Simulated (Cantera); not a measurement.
A closed system holds: 1 mol AlCl3, 260 mol NH3, 1.9 mol N2, 1.4 mol H2O, at 2800 Pa.

Cantera equilibrium calculation (NASA polynomials, part measured and part estimated; ideal gas, pure solids and liquids). Candidate condensed phases: Al, AlCl3, AlN, Al2O3, H2O, NH4Cl; 45 gas species. Mutual solubility and eutectic melting of coexisting phases are not modelled. Condensed phases not in the tables: aluminium oxynitride. The numbers say what is thermodynamically allowed, not how fast it happens.

x: gas mole fraction; n: condensed amount in mol.

```csv
T (K),x H2,x N2,x HCl,x H,x H2O,n AlN(s),n Al2O3(s)
1325,0.743,0.251,0.00568,8.42e-6,1.30e-6,0.0572,0.466
1425,0.743,0.251,0.00560,3.51e-5,2.36e-6,0.0211,0.466
1525,0.743,0.251,0.00557,0.000122,9.81e-6,0,0.465
1625,0.743,0.251,0.00555,(withheld),(withheld),0,0.459
1725,0.742,0.251,0.00549,(withheld),(withheld),0,0.444
1825,0.741,0.251,0.00535,0.00227,0.000322,0,0.410
1925,0.738,0.251,0.00511,0.00491,0.000666,0,0.349
```

Q: What belongs in the gaps?

A: 
- 1625, x H: 0.000363
- 1625, x H2O: 4.17e-5
- 1725, x H: 0.000956
- 1725, x H2O: 0.000132
